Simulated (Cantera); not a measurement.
What does this Cantera script print?

```python
import numpy as np
import cantera as ct

gas_names = """
    O2 NO O3 NO2
""".split()
cond_names = """
    ZrN(s) ZrN(L) ZrO2(a) ZrO2(b) ZrO2(L)
""".split()


# ... load() reads the species with a 1 bar reference pressure and builds the phases ...
species = {s.name: s for s in load("nasa_gas.yaml", gas_names) + load("nasa_condensed.yaml", cond_names)}
# Each term lists the table entries of one substance; the one whose range holds T is used.
reactions = {
    '3 O2(g) + 2 ZrN = 2 ZrO2 + 2 NO(g)':
        [(-3, ['O2']), (-2, ['ZrN(s)', 'ZrN(L)']), (2, ['ZrO2(a)', 'ZrO2(b)', 'ZrO2(L)']), (2, ['NO'])],
    '4 O3(g) + 3 ZrN = 3 ZrO2 + 3 NO2(g)':
        [(-4, ['O3']), (-3, ['ZrN(s)', 'ZrN(L)']), (3, ['ZrO2(a)', 'ZrO2(b)', 'ZrO2(L)']), (3, ['NO2'])],
}


def pick(names, T):
    return next(species[n] for n in names if species[n].thermo.min_temp <= T <= species[n].thermo.max_temp)


results = []
for label, terms in reactions.items():
    print(label)
    print("     T/K   dH/kJ  dS/(J/K)   dG/kJ   log10 K")
    for T in [1650, 1700, 1750, 1800, 1850, 1900, 1950, 2000]:
        used = [(nu, pick(names, T)) for nu, names in terms]
        dH = sum(nu * s.thermo.h(T) for nu, s in used) / 1e6
        dS = sum(nu * s.thermo.s(T) for nu, s in used) / 1e3
        dG = dH - T * dS / 1e3
        logK = -dG * 1e6 / (ct.gas_constant * T * np.log(10))
        results.append((label, T, dH, dS, dG, logK, [s.name for _, s in used]))
        print(f"{T:8g} {dH:8.1f} {dS:8.1f} {dG:8.1f} {logK:8.2f}")
```

It prints:

```
3 O2(g) + 2 ZrN = 2 ZrO2 + 2 NO(g)
     T/K   dH/kJ  dS/(J/K)   dG/kJ   log10 K
    1650  -1260.0   -149.6  -1013.1    32.07
    1700  -1260.3   -149.8  -1005.6    30.90
    1750  -1260.6   -150.0   -998.1    29.79
    1800  -1261.0   -150.2   -990.6    28.75
    1850  -1261.4   -150.4   -983.1    27.76
    1900  -1261.9   -150.7   -975.6    26.82
    1950  -1262.4   -151.0   -968.1    25.93
    2000  -1263.0   -151.2   -960.5    25.09
4 O3(g) + 3 ZrN = 3 ZrO2 + 3 NO2(g)
     T/K   dH/kJ  dS/(J/K)   dG/kJ   log10 K
    1650  -2640.2   -184.1  -2336.5    73.97
    1700  -2641.5   -184.9  -2327.3    71.51
    1750  -2643.0   -185.7  -2318.0    69.19
    1800  -2644.8   -186.7  -2308.7    67.00
    1850  -2646.8   -187.8  -2299.3    64.92
    1900  -2649.0   -189.0  -2289.9    62.95
    1950  -2651.5   -190.3  -2280.4    61.08
    2000  -2654.3   -191.7  -2270.9    59.31
```

Standard-state values (1 bar) from the NASA 1993 polynomials, evaluated with Cantera. ZrN: taken at fixed stoichiometry. Condensed species are held in their standard states even where they would react or evaporate.
